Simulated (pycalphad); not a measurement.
All values are pycalphad results on the COST 507 light-alloy database (1999) (1 atm), not direct measurements. The data set is of 1999 and partly superseded. The system is extrapolated from its subsystems; higher-order compounds may be missing. Amounts are mole fractions of atoms.

### Question
Give the equilibrium state of Al-3.43Si-11.05Sn (at.%) at 600 K.

### Answer
```
T = 600.00 K, P = 101325 Pa, N = 1 mol of atoms
G = -21514 J/mol, H = 8986 J/mol, S = 50.83 J/(mol K)  (SER reference)
chemical potentials (J/mol): Al -19996, Si -13847, Sn -35647
phase             fraction      x(Al)      x(Si)      x(Sn)
FCC_A1              0.8492     0.9989   0.000896   0.000211
LIQUID              0.1172     0.0590    1.3e-05     0.9410
DIAMOND_A4          0.0335   1.14e-09     1.0000   2.83e-07
```

### Question
Give the equilibrium state of Al-3.43Si-11.05Sn (at.%) at 500 K.

### Answer
```
T = 500.00 K, P = 101325 Pa, N = 1 mol of atoms
G = -16695 J/mol, H = 5270 J/mol, S = 43.93 J/(mol K)  (SER reference)
chemical potentials (J/mol): Al -15579, Si -10615, Sn -27220
phase             fraction      x(Al)      x(Si)      x(Sn)
FCC_A1              0.8543     0.9998   0.000131   3.71e-05
BCT_A5              0.1116     0.0098       none     0.9902
DIAMOND_A4          0.0342   1.22e-11     1.0000   1.87e-07
```

FCC_A1 is fcc; DIAMOND_A4 is diamond (Si); BCT_A5 is bct (Sn). An entry "none" or "no" means that the model of the phase leaves that element out.
